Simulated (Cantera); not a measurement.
A freely propagating, adiabatic, planar premixed flame of CO : H2 : O2 : N2 = 1 : 0.077 : 0.612 : 2.3 (molar parts), equivalence ratio 0.88, unburnt at 500 K and 1.40 bar; mixture-averaged transport, grid criteria slope 0.08 and curve 0.16, no radiation.

Model: GRI-Mech 3.0 (53 species, 325 reactions), integrated in Cantera. Burning velocities carry a grid error of a few per cent, more on coarse grids.

Question: What does this change do: inlet temperature 500 to 648 K?

Answer: 
```
quantity                     before     after
------------------------  ---------  --------
laminar burning velocity  84.7 cm/s  145 cm/s
thermal thickness          0.570 mm  0.625 mm
```
